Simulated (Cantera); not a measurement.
Standard-state values (1 bar) from the NASA 1993 polynomials, evaluated with Cantera. Values are per mole of reaction as written; species without (g) are pure solids or liquids, kept so even where they would boil at 1 bar.

3 CuF2 + 2 NH3(g) ⇌ 3 H2(g) + 3 Cu + 2 NF3(g)

```tsv
T (K)	ΔH° (kJ)	ΔS° (J/K)	ΔG° (kJ)	log10 K	condensed phases
300	…	…	…	…	CuF2(s), Cu(s)
1723	…	…	…	…	CuF2(l), Cu(l)
1748	1250.4	212.6	878.8	-26.26	CuF2(l), Cu(l)
1773	1248.6	211.6	873.5	-25.73	CuF2(l), Cu(l)
1798	1246.8	210.6	868.2	-25.22	CuF2(l), Cu(l)
1823	1245.0	209.6	862.9	-24.73	CuF2(l), Cu(l)
1848	1243.3	208.6	857.7	-24.24	CuF2(l), Cu(l)
1873	…	…	…	…	CuF2(l), Cu(l)
1898	1239.7	206.7	847.3	-23.32	CuF2(l), Cu(l)
1923	…	…	…	…	CuF2(l), Cu(l)
1948	1236.1	204.8	837.0	-22.44	CuF2(l), Cu(l)
```

Task: Complete the blanks.

Result: 
- 300, ΔH° (kJ): 1445.2
- 300, ΔS° (J/K): 395.2
- 300, ΔG° (kJ): 1326.6
- 300, log10 K: -230.99
- 1723, ΔH° (kJ): 1252.2
- 1723, ΔS° (J/K): 213.6
- 1723, ΔG° (kJ): 884.1
- 1723, log10 K: -26.80
- 1873, ΔH° (kJ): 1241.5
- 1873, ΔS° (J/K): 207.7
- 1873, ΔG° (kJ): 852.5
- 1873, log10 K: -23.77
- 1923, ΔH° (kJ): 1237.9
- 1923, ΔS° (J/K): 205.8
- 1923, ΔG° (kJ): 842.2
- 1923, log10 K: -22.88
